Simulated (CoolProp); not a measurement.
Vapour-liquid equilibrium of ethanol (1) + dimethyl carbonate (2) at 417 kPa; x and y are mole fractions of (1).

The numbers come from the multi-fluid Helmholtz-energy mixture model, Schroeder 2014 and Zhou 2011; pair parameters Bell 2016 in CoolProp.

```
x     bubble temperature (K)  y at the bubble point  dew temperature at overall composition x (K)  liquid density (mol/L)
----  ----------------------  ---------------------  --------------------------------------------  ----------------------
0.05                   409.5                  0.158                                         413.4                   10.16
0.2                    399.5                  0.418                                         407.9                   10.76
0.35                   394.8                  0.549                                         402.2                   11.35
0.5                    392.3                  0.635                                         396.5                   12.01
0.65                   391.0                  0.709                                         392.0                   12.76
0.8                    390.6                  0.796                                         390.7                   13.64
0.95                   391.5                  0.931                                         391.7                   14.65
```

y crosses x between x = 0.65 and 0.8: the model has an azeotrope there.

Pair parameters are fitted to limited data, so mixtures are less certain than the pure fluids.
